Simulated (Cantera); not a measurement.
Input: 1 mol Si₂H₆, 0.69 mol CO₂, 34 mol H₂, held at 1275 K and 1.33 mbar.

These are equilibrium values from Cantera (NASA tables, ideal gas, pure condensed phases), not measurements of a reactor. Candidate condensed phases: C, C₆H₆, C₇H₈, C₈H₁₈, H₂O, Si, SiC, SiO₂; 123 gas species. The feed counts by its element totals alone. Mutual solubility and eutectic melting of coexisting phases are not modelled. The tables hold silica as quartz up to 1696 K and as liquid above; real silica turns to tridymite and cristobalite and melts near 1996 K. Equilibrium is a limit: real reactors are often held back by kinetics, nucleation or transport.

Base state: H₂ 0.997, SiO 0.00306, CO 3.19e-5, H 2.02e-5 (mole fractions); condensed: Si(s) + SiC(s) + SiO₂(β-quartz).

### Question
What changes in the equilibrium state with this change: pressure from 1.33 mbar to 28.0 Pa?

### Answer
| species | before | after |
|---|---|---|
| H₂ | 0.997 | 0.985 |
| SiO | 0.00306 | 0.0146 |
| CO | 3.19e-5 | 0.000152 |
| H | 2.02e-5 | 4.37e-5 |
| Si(s), mol | 0.565 | 0.355 |
| SiC(s), mol | 0.689 | 0.684 |
| SiO₂(β-quartz), mol | 0.633 | 0.413 |
